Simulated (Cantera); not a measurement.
An isothermal plug-flow reactor at 450 K and 101000 Pa (inlet), inlet velocity 1.2 m/s, active area per volume 3200 1/m; feed 0.235 % H2, 6.34 % O2, 92.7 % N2, 0.693 % H2O.

Computed with Cantera and Deutschmann's 1995 Pt surface mechanism with GRI-Mech 3.0 gas chemistry. Catalytic surfaces can have several steady states; this one follows from the mechanism file's or the stated starting coverage. Mass transfer to the wall is taken as infinitely fast.

x: gas mole fraction; θ: surface coverage.

| z (m) | x H2 | x O2 | x H2O | θ free Pt | θ O* | θ OH* |
|---|---|---|---|---|---|---|
| 0.00014 | 0.00158 | 0.0630 | 0.00770 | 0.0343 | 0.923 | 0.0425 |
| 0.00031 | 0.00113 | 0.0628 | 0.00815 | 0.0246 | 0.938 | 0.0369 |
| 0.00067 | 0.000704 | 0.0626 | 0.00858 | 0.0154 | 0.955 | 0.0299 |
| 0.0014 | 0.000398 | 0.0625 | 0.00888 | 0.00872 | 0.968 | 0.0230 |
| 0.0031 | [?] | 0.0624 | 0.00909 | [?] | 0.979 | [?] |
| 0.0067 | 9.56e-5 | 0.0623 | 0.00919 | 0.00210 | 0.986 | 0.0115 |
| 0.014 | [?] | 0.0623 | 0.00924 | [?] | 0.991 | [?] |

**Question.** What belongs in the gaps?

**Answer.** 
- 0.0031, x H2: 0.000198
- 0.0031, θ free Pt: 0.00434
- 0.0031, θ OH*: 0.0164
- 0.014, x H2: 4.67e-5
- 0.014, θ free Pt: 0.00103
- 0.014, θ OH*: 0.00807
